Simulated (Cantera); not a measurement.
Cantera run:

```python
import numpy as np
import cantera as ct

gas_names = """
    H HNO HNO2 HNO3 HO2 H2 H2O H2O2 N NH NH2 NH3 NH2OH NO NO2 NO3 N2 N2H2 N2H4 N2O O OH O2 O3 Pb PbO Pb2
""".split()
cond_names = """
    H2O(s) H2O(L) Pb(cr) Pb(L) PbO(rd) PbO(yw) PbO(L) PbO2(s) Pb3O4(s)
""".split()


# ... load() reads the species with a 1 bar reference pressure and builds the phases ...
atoms = {
    'PbO': {'Pb': 1, 'O': 1},
    'H2': {'H': 2},
    'N2': {'N': 2},
}
top_T = {'Pb3O4(s)': 820}  # K; cautious upper limits of use, not melting points


# ... equilibrate(T, P, feed) seeds the gas with the atoms and calls Mixture.equilibrate('TP', solver="vcs", rtol=1e-11, max_steps=5000) ...
results = []
feed = {'PbO': 1, 'H2': 0.7, 'N2': 34}  # mol
P = 101325  # Pa
for T in [500, 575, 650, 725, 800, 875, 950, 1025, 1100, 1175, 1250, 1325]:
    mix = equilibrate(T, P, feed)
    results.append((T, P, feed, dict(zip(mix.species_names, mix.species_moles))))

top = {s: max(r[3][s] / sum(r[3][g] for g in gas_names) for r in results) for s in gas_names}
cols = sorted((s for s in top if top[s] > 0.0001), key=lambda s: -top[s])[:7]
seen = [c for c in cond_names if any(r[3].get(c, 0) > 1e-12 for r in results)]
print("log10 of partial pressures in bar; condensed amounts in mol")
print(f"{'T/K':>10s}" + "".join(f"{s[:9]:>10s}" for s in cols + seen))
for T, P, feed, n in results:
    ng = sum(n[g] for g in gas_names)
    print(f"{T:10.4g}" + "".join(f"{np.log10(max(n[s] / ng * P / 1e5, 1e-99)):10.3f}" for s in cols)
          + "".join(f"{n.get(c, 0):10.4g}" for c in seen))
```

Result:

```
log10 of partial pressures in bar; condensed amounts in mol
       T/K        N2       H2O        Pb       PbO    Pb(cr)     Pb(L)   PbO(rd)   PbO(yw)    PbO(L)
       500    -0.003    -1.690   -14.655   -21.280       0.7         0       0.3         0         0
       575    -0.003    -1.690   -12.018   -17.386       0.7         0       0.3         0         0
       650    -0.003    -1.690   -10.029   -14.406         0       0.7       0.3         0         0
       725    -0.003    -1.690    -8.472   -12.054         0       0.7       0.3         0         0
       800    -0.003    -1.690    -7.212   -10.155         0       0.7         0       0.3         0
       875    -0.003    -1.690    -6.171    -8.589         0    0.6999         0    0.3001         0
       950    -0.003    -1.690    -5.298    -7.278         0    0.6997         0    0.3001         0
      1025    -0.003    -1.690    -4.556    -6.164         0    0.6989         0    0.3001         0
      1100    -0.003    -1.690    -3.917    -5.208         0    0.6957         0    0.2999         0
      1175    -0.003    -1.690    -3.361    -4.395         0    0.6849         0         0    0.2988
      1250    -0.004    -1.690    -2.874    -3.738         0    0.6539         0         0     0.294
      1325    -0.005    -1.692    -2.443    -3.161         0    0.5756         0         0    0.2766
```

These are equilibrium values from Cantera (NASA tables, ideal gas, pure condensed phases), not measurements of a reactor. Each liquid is taken as pure. Mutual solubility and eutectic melting of coexisting phases are not modelled. Gases not in the tables: (PbO)n polymers.
